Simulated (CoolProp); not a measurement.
Decamethylcyclopentasiloxane (D5) along the isobar 5.66 MPa: Z from the reference equation and from simpler models built on Tc = 345.1 °C, pc = 1.078 MPa, ω = 0.631; each cubic takes its own stable root.

Computed with CoolProp (reference Helmholtz-energy equation of state, Thol 2019).

```tsv
T (°C)	phase	reference	van der Waals	Soave-Redlich-Kwong
107.95	liquid	0.7545	1.286	0.8587
124.65	liquid	0.7369	1.245	0.8340
141.35	liquid	0.7212	1.208	0.8123
157.95	liquid	0.7075	1.174	0.7934
174.65	liquid	0.6955	1.143	0.7768
191.35	liquid	0.6850	1.114	0.7627
207.95	liquid	0.6762	1.088	0.7509
224.65	liquid	0.6688	1.064	0.7411
241.35	liquid	0.6630	1.042	0.7336
```
